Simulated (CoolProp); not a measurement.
Computed with CoolProp (reference Helmholtz-energy equation of state, Lemmon 2005). It is a short technical equation, of lower accuracy than the large ones.

Task: Give the vapour pressure (kPa), liquid density (kg/m³), surface tension (mN/m) of saturated 1-butene at 288.3, 310, 317.3 K.

Result: 
| T (K) | p (kPa) | liquid density (kg/m³) | surface tension (mN/m) |
|---|---|---|---|
| 288.3 | 218 | 600 | 13.2 |
| 310 | 419 | 573 | 10.5 |
| 317.3 | 511 | 563 | 9.67 |

Surface tension comes from a separate correlation (Mulero 2012).
